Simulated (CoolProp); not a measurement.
Vapour-liquid equilibrium of dimethyl ether (1) + n-butane (2) at 294.5 K; x and y are mole fractions of (1).

Model: multi-fluid Helmholtz-energy mixture model, Wu 2011 and Bücker 2006; pair parameters Bell 2016, in CoolProp.

```json
[
 {"x": "0.05", "bubble pressure (kPa)": "245.2", "y at the bubble point": "0.151", "dew pressure at overall composition x (kPa)": "225.6", "liquid density (mol/L)": "10.08"},
 {"x": "0.15", "bubble pressure (kPa)": "295.7", "y at the bubble point": "0.354", "dew pressure at overall composition x (kPa)": "245.1", "liquid density (mol/L)": "10.39"},
 {"x": "0.25", "bubble pressure (kPa)": "338.8", "y at the bubble point": "0.487", "dew pressure at overall composition x (kPa)": "267.9", "liquid density (mol/L)": "10.73"},
 {"x": "0.35", "bubble pressure (kPa)": "375.9", "y at the bubble point": "0.584", "dew pressure at overall composition x (kPa)": "294.5", "liquid density (mol/L)": "11.09"},
 {"x": "0.45", "bubble pressure (kPa)": "408.0", "y at the bubble point": "0.661", "dew pressure at overall composition x (kPa)": "325.9", "liquid density (mol/L)": "11.49"},
 {"x": "0.55", "bubble pressure (kPa)": "436.1", "y at the bubble point": "0.725", "dew pressure at overall composition x (kPa)": "362.3", "liquid density (mol/L)": "11.92"},
 {"x": "0.65", "bubble pressure (kPa)": "461.2", "y at the bubble point": "0.784", "dew pressure at overall composition x (kPa)": "403.4", "liquid density (mol/L)": "12.40"},
 {"x": "0.75", "bubble pressure (kPa)": "483.8", "y at the bubble point": "0.841", "dew pressure at overall composition x (kPa)": "446.8", "liquid density (mol/L)": "12.92"},
 {"x": "0.85", "bubble pressure (kPa)": "504.2", "y at the bubble point": "0.900", "dew pressure at overall composition x (kPa)": "487.1", "liquid density (mol/L)": "13.50"},
 {"x": "0.95", "bubble pressure (kPa)": "522.4", "y at the bubble point": "0.964", "dew pressure at overall composition x (kPa)": "518.7", "liquid density (mol/L)": "14.14"}
]
```

No azeotrope shows between x = 0.05 and 0.95.

Pair parameters are fitted to limited data, so mixtures are less certain than the pure fluids.
